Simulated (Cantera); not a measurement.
Mixture: CH₄ : H₂ : O₂ : N₂ : H₂O = 1 : 0.05 : 0.964 : 3.63 : 1.5 (molar parts), equivalence ratio 2.1, at 2300000 Pa, adiabatic and at constant pressure. Ignition delay is the time to a rise of 400 K.

Detailed kinetics in Cantera: GRI-Mech 3.0 (53 species, 325 reactions). The pressure lies above the range GRI-Mech 3.0 was tuned for (to about 10 atm).

Problem. What does this change do: constant volume in place of constant pressure?

Solution. 
| quantity | before | after |
|---|---|---|
| delay at 1200 K | 1.04 ms | 0.951 ms |
| delay at 1275 K | 0.584 ms | 0.528 ms |
| delay at 1350 K | 0.345 ms | 0.309 ms |
| delay at 1425 K | 0.205 ms | 0.183 ms |
| delay at 1500 K | 0.120 ms | 0.106 ms |
| delay at 1575 K | 68.3 µs | 60.5 µs |
| apparent activation energy between 1425 and 1575 K | 140 kJ/mol | 140 kJ/mol |

Problem. What does this change do: H2O 1.5 to 3.7 parts?

Solution. 
```tsv
quantity	before	after
delay at 1200 K	1.04 ms	1.24 ms
delay at 1275 K	0.584 ms	0.701 ms
delay at 1350 K	0.345 ms	0.422 ms
delay at 1425 K	0.205 ms	0.259 ms
delay at 1500 K	0.120 ms	0.155 ms
delay at 1575 K	68.3 µs	89.6 µs
apparent activation energy between 1425 and 1575 K	140 kJ/mol	130 kJ/mol
```
